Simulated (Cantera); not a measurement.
An adiabatic, constant-volume homogeneous reactor starts with CH₄ : O₂ : N₂ : CO₂ = 1 : 2.99 : 11.2 : 0.42 (molar parts), at 1525 K and 101000 Pa. Integrator tolerance rtol = 1e-08.

Computed with Cantera and GRI-Mech 3.0 (53 species, 325 reactions).

What does this change do: 0.41 parts H2 added?


```csv
quantity,before,after
time of steepest temperature rise,0.795 ms,0.225 ms
temperature at 0.600 s,2703 K,2758 K
equilibrium temperature,2703 K,2758 K
x(CH₄) at 0.600 s,<1e-12 (gas-phase equilibrium <1e-12),<1e-12 (gas-phase equilibrium <1e-12)
x(O₂) at 0.600 s,0.0598 (gas-phase equilibrium 0.0598),0.0495 (gas-phase equilibrium 0.0495)
x(CO₂) at 0.600 s,0.0683 (gas-phase equilibrium 0.0683),0.0614 (gas-phase equilibrium 0.0614)
x(CH₃) at 0.600 s,<1e-12 (gas-phase equilibrium <1e-12),<1e-12 (gas-phase equilibrium <1e-12)
x(HO₂) at 0.600 s,1.11e-5 (gas-phase equilibrium 1.11e-5),1.17e-5 (gas-phase equilibrium 1.17e-5)
x(HCN) at 0.600 s,2.06e-10 (gas-phase equilibrium 2.06e-10),4.43e-10 (gas-phase equilibrium 4.43e-10)
```

What does this change do: CO2 0.42 to 0.96 parts?


```tsv
quantity	before	after
time of steepest temperature rise	0.795 ms	0.834 ms
temperature at 0.600 s	2703 K	2651 K
equilibrium temperature	2703 K	2651 K
x(CH₄) at 0.600 s	<1e-12 (gas-phase equilibrium <1e-12)	<1e-12 (gas-phase equilibrium <1e-12)
x(O₂) at 0.600 s	0.0598 (gas-phase equilibrium 0.0598)	0.0602 (gas-phase equilibrium 0.0602)
x(CO₂) at 0.600 s	0.0683 (gas-phase equilibrium 0.0683)	0.0959 (gas-phase equilibrium 0.0959)
x(CH₃) at 0.600 s	<1e-12 (gas-phase equilibrium <1e-12)	<1e-12 (gas-phase equilibrium <1e-12)
x(HO₂) at 0.600 s	1.11e-5 (gas-phase equilibrium 1.11e-5)	9.78e-6 (gas-phase equilibrium 9.78e-6)
x(HCN) at 0.600 s	2.06e-10 (gas-phase equilibrium 2.06e-10)	1.59e-10 (gas-phase equilibrium 1.59e-10)
```
